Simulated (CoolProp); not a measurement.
Vapour-liquid equilibrium of n-octane (1) + ethylbenzene (2) at 0.000735 MPa; x and y are mole fractions of (1).

Model: multi-fluid Helmholtz-energy mixture model, Beckmüller 2019 and Zhou 2012; pair parameters Bell 2016, in CoolProp.

Problem. Give the bubble temperature and the first vapour's composition at x = 0.55, 0.75, 0.85. Is there an azeotrope?

Solution. x = 0.55: 10.4 °C, y = 0.634; x = 0.75: 9.7 °C, y = 0.783; x = 0.85: 9.5 °C, y = 0.863. No azeotrope shows between x = 0.05 and 0.95.

The pair parameters rest on a limited set of measurements; away from them the model extrapolates.
